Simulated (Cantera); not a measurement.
Stirred combustor or abatement burner

A perfectly stirred reactor is fed with 19.6 % H2, 19.6 % O2, 55.8 % N2, 5.09 % H2O, equivalence ratio 0.50, at 4.93 atm; it is adiabatic with a 500 K inlet, and is followed from long to short residence time, starting on the burning branch (τ in s: 0.49, 0.22, 0.1, 0.046, 0.021, 0.0095, 0.0043, 0.0019, 0.00088, 0.0004, 0.00018, 8.2e-05, 3.7e-05).

Model: GRI-Mech 3.0 (53 species, 325 reactions), integrated in Cantera. The hydrogen kinetics of GRI-Mech 3.0 are dated; newer H2 mechanisms differ, most at raised pressure.

| τ (s) | T (K) | x H2 | x O2 | x H2O | x NO | x N2O |
|---|---|---|---|---|---|---|
| 0.49 | 1943 | 7.24e-5 | 0.108 | 0.272 | 0.000518 | 4.65e-7 |
| 0.22 | 1944 | 7.66e-5 | 0.108 | 0.272 | 0.000248 | 4.75e-7 |
| 0.10 | 1944 | 8.49e-5 | 0.108 | 0.272 | 0.000120 | 4.95e-7 |
| 0.046 | 1943 | 0.000102 | 0.108 | 0.272 | 6.19e-5 | 5.34e-7 |
| 0.021 | 1943 | 0.000135 | 0.108 | 0.272 | 3.45e-5 | 6.13e-7 |
| 0.0095 | 1941 | 0.000200 | 0.108 | 0.272 | 2.18e-5 | 7.61e-7 |
| 0.0043 | 1939 | 0.000317 | 0.108 | 0.272 | 1.60e-5 | 1.00e-6 |
| 0.0019 | 1934 | 0.000529 | 0.108 | 0.271 | 1.32e-5 | 1.33e-6 |
| 0.00088 | 1928 | 0.000867 | 0.108 | 0.270 | 1.17e-5 | 1.62e-6 |
| 0.00040 | 1918 | 0.00144 | 0.108 | 0.269 | 1.03e-5 | 1.76e-6 |
| 0.00018 | 1902 | 0.00242 | 0.107 | 0.267 | 9.09e-6 | 1.68e-6 |
| 8.2e-5 | 1879 | 0.00401 | 0.107 | 0.264 | 8.28e-6 | 1.46e-6 |
| 3.7e-5 | 1842 | 0.00664 | 0.108 | 0.260 | 8.13e-6 | 1.18e-6 |
x: mole fraction; the columns are a selection and need not sum to one.
